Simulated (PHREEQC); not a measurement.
Consider water at 25 °C with 0.0041 mol KH2PO4, 0.059 mol NaF and 0.0036 mol NaCl per kg of water. Closed to the air; pH follows from the charge balance.

All values are PHREEQC results (ion-association model, wateq4f.dat), not measurements.

```csv
quantity,before,after
pH,5.62,5.93
HPO4-2 (mol/kgw),0.000191,2.22e-6
NaHPO4- (mol/kgw),9.74e-6,2.42e-9
H3PO4 (mol/kgw),1.10e-6,6.55e-9
```

Which change was made?
A. NaCl from 0.0036 to 0.0072 mol/kgw
B. NaF from 0.059 to 0.0531 mol/kgw
C. NaF from 0.059 to 0.0885 mol/kgw
D. diluted 100-fold with water
E. NaF left out

D, diluted 100-fold with water

This is a speciation only: nothing precipitates in the calculation. H3PO4, which wateq4f.dat lacks, is added to it with the constant of phreeqc.dat.
